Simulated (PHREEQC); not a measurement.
Consider water at 25 °C with 93 mmol/kgw Cu(NO3)2, 110 mmol/kgw HBF4 and 90 mmol/kgw H3BO3. Closed to the air; pH follows from the charge balance.

Computed with PHREEQC (ion-association model, wateq4f.dat).

Precipitation was switched off in this run.

**Question.** Order these B species by the share of B that they hold, largest first: BF3OH-, BF4-, BF2(OH)2-, H3BO3.

**Answer.** BF4- (52 %), H3BO3 (45 %), BF3OH- (3.1 %), BF2(OH)2- (0.67 %)

**Question.** Order these F species by the share of F that they hold, largest first: HF, BF3OH-, BF2(OH)2-, BF4-.

**Answer.** BF4- (94 %), BF3OH- (4.2 %), HF (1.3 %), BF2(OH)2- (0.61 %)

The pH is 1.07 and the ionic strength 0.390 mol/kgw. Real BF4- forms and hydrolyses slowly; the run takes it at equilibrium.
